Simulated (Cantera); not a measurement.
Cantera run:

```python
import numpy as np
import cantera as ct

gas_names = [...]  # 113 gases of nasa_gas.yaml made of C, Cu, H, O
cond_names = """
    C(gr) C6H6(L) C7H8(L) C8H18(L),n-octa Cu(cr) Cu(L) CuO(s) CuO2H2(s) Cu2O(s) Cu2O(L) H2O(s) H2O(L)
""".split()


# ... load() reads the species with a 1 bar reference pressure and builds the phases ...
atoms = {
    'CuO': {'Cu': 1, 'O': 1},
    'CH4': {'C': 1, 'H': 4},
    'H2': {'H': 2},
}
top_T = {'C(gr)': 4500, 'CuO(s)': 1390}  # K; cautious upper limits of use, not melting points


# ... equilibrate(T, P, feed) seeds the gas with the atoms and calls Mixture.equilibrate('TP', solver="vcs", rtol=1e-11, max_steps=5000) ...
results = []
feed = {'CuO': 1, 'CH4': 5.4, 'H2': 2.9}  # mol
P = 1800  # Pa
for T in [1148, 1198, 1248, 1298, 1348, 1398, 1448, 1498, 1548, 1598]:
    mix = equilibrate(T, P, feed)
    results.append((T, P, feed, dict(zip(mix.species_names, mix.species_moles))))
    x = sorted(zip(gas.X, gas.species_names), reverse=True)
    print(f"T = {T:g} K  P = {P:g} Pa  gas = {mix.phase_moles(0):.4g} mol")
    print("   x: " + "  ".join(f"{s} {v:.3e}" for v, s in x if v > 1e-05))
    print("   condensed (mol): " + ("  ".join(f"{mix.phase(i).name} {mix.phase_moles(i):.4g}"
          for i in range(1, mix.n_phases) if mix.phase_moles(i) > 1e-12) or "none"))
```

Output:

```
T = 1148 K  P = 1800 Pa  gas = 14.69 mol
   x: H2 9.316e-01  CO 6.799e-02  CH4 3.717e-04  H2O 5.481e-05
   condensed (mol): C(gr) 4.395  Cu(cr) 1
T = 1198 K  P = 1800 Pa  gas = 14.7 mol
   x: H2 9.317e-01  CO 6.801e-02  CH4 2.506e-04  H2O 3.028e-05
   condensed (mol): C(gr) 4.397  Cu(cr) 1
T = 1248 K  P = 1800 Pa  gas = 14.7 mol
   x: H2 9.318e-01  CO 6.802e-02  CH4 1.742e-04  H2O 1.754e-05
   condensed (mol): C(gr) 4.398  Cu(cr) 1
T = 1298 K  P = 1800 Pa  gas = 14.7 mol
   x: H2 9.318e-01  CO 6.802e-02  CH4 1.245e-04  H2O 1.060e-05
   condensed (mol): C(gr) 4.398  Cu(cr) 0.9999
T = 1348 K  P = 1800 Pa  gas = 14.7 mol
   x: H2 9.318e-01  CO 6.802e-02  CH4 9.118e-05  Cu 2.602e-05  H 1.665e-05
   condensed (mol): C(gr) 4.399  Cu(cr) 0.9996
T = 1398 K  P = 1800 Pa  gas = 14.7 mol
   x: H2 9.318e-01  CO 6.802e-02  Cu 7.208e-05  CH4 6.827e-05  H 3.404e-05
   condensed (mol): C(gr) 4.399  Cu(L) 0.9989
T = 1448 K  P = 1800 Pa  gas = 14.7 mol
   x: H2 9.317e-01  CO 6.801e-02  Cu 1.843e-04  H 6.631e-05  CH4 5.213e-05
   condensed (mol): C(gr) 4.399  Cu(L) 0.9973
T = 1498 K  P = 1800 Pa  gas = 14.71 mol
   x: H2 9.314e-01  CO 6.799e-02  Cu 4.417e-04  H 1.236e-04  CH4 4.052e-05
   condensed (mol): C(gr) 4.399  Cu(L) 0.9935
T = 1548 K  P = 1800 Pa  gas = 14.72 mol
   x: H2 9.308e-01  CO 6.795e-02  Cu 9.992e-04  H 2.214e-04  CH4 3.199e-05  C2H2,acetylene 1.460e-05
   condensed (mol): C(gr) 4.399  Cu(L) 0.9853
T = 1598 K  P = 1800 Pa  gas = 14.73 mol
   x: H2 9.296e-01  CO 6.787e-02  Cu 2.145e-03  H 3.825e-04  CH4 2.561e-05  C2H2,acetylene 2.504e-05
   condensed (mol): C(gr) 4.399  Cu(L) 0.9684
```

Equilibrium computed with Cantera from the NASA thermochemical tables; the gas is ideal and each condensed phase is pure.
